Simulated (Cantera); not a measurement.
A Cantera script and its output.

```python
import numpy as np
import cantera as ct

gas = ct.Solution("gri30.yaml")
gas.TPX = 1350, 1500, {'N2O': 1}
inlet = ct.Reservoir(gas, clone=True)

reactor = ct.IdealGasConstPressureReactor(gas, energy="off", clone=False)
exhaust = ct.Reservoir(gas, clone=True)
tau = [3.9, 1.9, 0.91, 0.44, 0.21, 0.1, 0.05, 0.024, 0.012, 0.0057][0]
for a, b in ((inlet, reactor), (reactor, exhaust)):
    ct.MassFlowController(a, b, mdot=lambda t: reactor.mass / tau)
net = ct.ReactorNet([reactor])
show = ['N2O', 'O', 'NO', 'N2', 'NO2', 'O2']

rows = []
print(f"{'tau/s':>10s}{'T/K':>9s}" + "".join(f"{s:>11s}" for s in show))
for tau in [3.9, 1.9, 0.91, 0.44, 0.21, 0.1, 0.05, 0.024, 0.012, 0.0057]:
    net.initial_time = 0.0
    net.advance(30 * tau)
    before = gas.X
    net.advance(40 * tau)
    drift = np.max(np.abs(gas.X - before) / (gas.X + 1e-9))
    rows.append([gas.T, *gas[show].X, drift])
    print(f"{tau:10.3e}{gas.T:9.1f}" + "".join(f"{x:11.3e}" for x in gas[show].X))
```

Output:

```
     tau/s      T/K        N2O          O         NO         N2        NO2         O2
 3.900e+00   1350.0  5.977e-01  1.429e-05  4.615e-02  2.451e-01  8.485e-06  1.110e-01
 1.900e+00   1350.0  7.529e-01  1.431e-05  2.836e-02  1.505e-01  4.404e-06  6.816e-02
 9.100e-01   1350.0  8.641e-01  1.432e-05  1.560e-02  8.276e-02  2.034e-06  3.747e-02
 4.400e-01   1350.0  9.294e-01  1.432e-05  8.113e-03  4.304e-02  8.750e-07  1.948e-02
 2.100e-01   1350.0  9.650e-01  1.431e-05  4.019e-03  2.132e-02  3.363e-07  9.650e-03
 1.000e-01   1350.0  9.830e-01  1.429e-05  1.947e-03  1.034e-02  1.137e-07  4.675e-03
 5.000e-02   1350.0  9.914e-01  1.426e-05  9.795e-04  5.208e-03  3.650e-08  2.352e-03
 2.400e-02   1350.0  9.959e-01  1.418e-05  4.698e-04  2.505e-03  9.807e-09  1.128e-03
 1.200e-02   1350.0  9.979e-01  1.404e-05  2.330e-04  1.249e-03  2.618e-09  5.594e-04
 5.700e-03   1350.0  9.990e-01  1.373e-05  1.084e-04  5.882e-04  5.931e-10  2.601e-04
```

Detailed kinetics in Cantera: GRI-Mech 3.0 (53 species, 325 reactions). GRI-Mech 3.0 was tuned for natural gas; its chemistry of N2O as a main component is partial and can be far from experiment. Radical loss at walls, strong at low pressure, is not modelled. The mechanism lacks the step 2 NO + O2 → 2 NO2, which can matter for NO2 below about 1400 K. The temperature is held fixed by assumption; the heat of reaction is taken as removed at once.
